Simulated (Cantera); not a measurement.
A freely propagating, adiabatic, planar premixed flame of 19.9 % H2, 16.8 % O2, 63.3 % N2, equivalence ratio 0.59, unburnt at 300 K and 100.0 Torr; mixture-averaged transport, grid criteria slope 0.08 and curve 0.16, no radiation.

Detailed kinetics in Cantera: the H2/O2 subset of GRI-Mech 3.0, which has no nitrogen chemistry. Burning velocities carry a grid error of a few per cent, more on coarse grids. Lean hydrogen flames are cellular in practice and burn faster than this planar one.

Predict: laminar burning velocity; thermal thickness; peak x(HO2); peak x(H); peak x(H2O2).


| Property | Value |
|---|---|
| laminar burning velocity | 103 cm/s |
| thermal thickness | 4.38 mm |
| peak x(HO2) | 0.000126 |
| peak x(H) | 0.0239 |
| peak x(H2O2) | 3.99e-5 |
